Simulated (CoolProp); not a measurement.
Neopentane at several states: Z from the reference equation and from simpler models built on Tc = 433.7 K, pc = 3.196 MPa, ω = 0.196; each cubic takes its own stable root.

Model: reference Helmholtz-energy equation of state, Lemmon 2006, in CoolProp. It is a short technical equation, of lower accuracy than the large ones.

| T (K) | p (MPa) | phase | reference | van der Waals | Redlich-Kwong | Soave-Redlich-Kwong | Peng-Robinson |
|---|---|---|---|---|---|---|---|
| 546.8 | 0.959 | gas | 0.9523 | 0.9484 | 0.9480 | 0.9544 | 0.9459 |
| 327 | 0.941 | liquid | 0.04523 | 0.07196 | 0.05001 | 0.04839 | 0.04269 |
| 502.8 | 1.26 | gas | 0.9142 | 0.9133 | 0.9094 | 0.9160 | 0.9038 |
